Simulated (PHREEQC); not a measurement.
Reverse-osmosis permeate: speciation

Synthetic water in mg/kgw, 40 °C, pH 5.87, pe -1.4: Na 1.08; K 0.412; Ca 1.2; Mg 1.25; Cl 3.58; S(6) as SO4 3.77; Alkalinity as HCO3 2.77; Fe(2) 0.219; N(-3) as NH4 0.000566; Si as SiO2 0.00943; Br 0.00569.

Valence states are taken as typed.

All values are PHREEQC results (ion-association model, phreeqc.dat), not measurements.

Each row changes one thing in this solution. No solid was allowed to form.

```csv
case,CO2 (mol/kgw),HCO3- (mol/kgw),MgSO4 (mol/kgw),CaSO4 (mol/kgw),FeSO4 (mol/kgw),MgHCO3+ (mol/kgw),SI of Quartz (SiO2),SI of Siderite (FeCO3)
as made,0.000122,4.67e-5,5.56e-7,1.90e-7,2.89e-8,2.78e-8,-3.03,-3.16
pH from 5.87 to 6.17 at the same alkalinity,6.03e-5,4.60e-5,5.56e-7,1.90e-7,2.89e-8,2.74e-8,-3.03,(withheld)
pH from 5.87 to 5.5 at the same alkalinity,0.000298,4.86e-5,5.55e-7,1.90e-7,2.89e-8,2.89e-8,-3.03,(withheld)
all concentrations times 4 at the same typed pH,0.000468,(withheld),7.07e-6,2.44e-6,3.66e-7,(withheld),-2.43,(withheld)
```

Q: Some entries are withheld; supply them.

A: 
- pH from 5.87 to 6.17 at the same alkalinity, SI of Siderite (FeCO3): -2.87
- pH from 5.87 to 5.5 at the same alkalinity, SI of Siderite (FeCO3): -3.52
- all concentrations times 4 at the same typed pH, HCO3- (mol/kgw): 0.000182
- all concentrations times 4 at the same typed pH, MgHCO3+ (mol/kgw): 3.91e-7
- all concentrations times 4 at the same typed pH, SI of Siderite (FeCO3): -2.03

Away from 25 °C the constants follow the database's enthalpies or fits; those with neither stay at their 25 °C values.
